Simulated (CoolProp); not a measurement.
100 sccm (0 °C, 1 atm) of nitrogen bubbles through liquid R1336mzz(Z) at 288.1 K and leaves saturated at a total pressure of 0.15 MPa (ideal gas phase). Each further row changes one setting.

Model: reference Helmholtz-energy equation of state, McLinden 2020, in CoolProp.

```tsv
case	vapour pressure (kPa)	mole fraction of vapour	delivery (mg/min)	delivery (sccm)	change of delivery for a bath 1 K warmer (%)
as stated	48.8	0.325	353	48.2	6.6
bath temperature 293.1 K	60.1	0.401	489	66.9	7.1
total pressure 0.3 MPa	48.8	0.163	142	19.4	5.2
```
